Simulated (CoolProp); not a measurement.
Computed with CoolProp (reference Helmholtz-energy equation of state, Tillner-Roth 1994).

**Question.** For R134a, give the phase and the cp (kJ/(kg K)), Prandtl number at 265.9 K and 101 kPa; 334.7 K and 101 kPa; 420.6 K and 101 kPa.

**Answer.** 
- 265.9 K and 101 kPa: gas; cp 0.807, Prandtl number 0.787
- 334.7 K and 101 kPa: gas; cp 0.908, Prandtl number 0.737
- 420.6 K and 101 kPa: gas; cp 1.04, Prandtl number 0.741

Viscosity comes from a separate model (Huber 2003), an estimate that may be off by 10 % or more. Thermal conductivity comes from a separate model (McLinden 2000), an estimate that may be off by 10 % or more.
